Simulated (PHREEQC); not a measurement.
## Reverse-osmosis permeate (model solution)

Synthetic water in mg/L, 25 °C, pH 6.09, pe -0.9: Na 3.58; K 4.93; Ca 2.29; Mg 2.33; Cl 8.13; S(6) as SO4 4.14; Alkalinity as HCO3 16.8; Zn 0.0476; Fe(2) 0.0187.

Valence states are taken as typed.

Equilibrium calculation in PHREEQC: ion-association model, phreeqc.dat.

| Property | Value |
|---|---|
| ionic strength | 0.000783 mol/kgw |
| charge-balance error | -0.1 % |

```
species  molality  activity   log γ
-------  --------  --------  ------
CO2      0.000488  0.000488   0.000
HCO3-    0.000276  0.000267  -0.014
Cl-      0.000229  0.000222  -0.014
Na+      0.000156  0.000151  -0.014
K+       0.000126  0.000122  -0.014
Mg+2      9.48e-5   8.37e-5  -0.054
Ca+2      5.66e-5   5.00e-5  -0.054
SO4-2     4.20e-5   3.70e-5  -0.055
H+        8.38e-7   8.13e-7  -0.013
MgSO4     7.26e-7   7.26e-7   0.000
Zn+2      6.98e-7   6.16e-7  -0.055
CaSO4     3.29e-7   3.29e-7   0.000
Fe+2      3.25e-7   2.87e-7  -0.054
MgHCO3+   2.70e-7   2.62e-7  -0.014
CaHCO3+   1.76e-7   1.70e-7  -0.014
```

This is a speciation only: nothing precipitates in the calculation. Species that the database lacks are ignored.
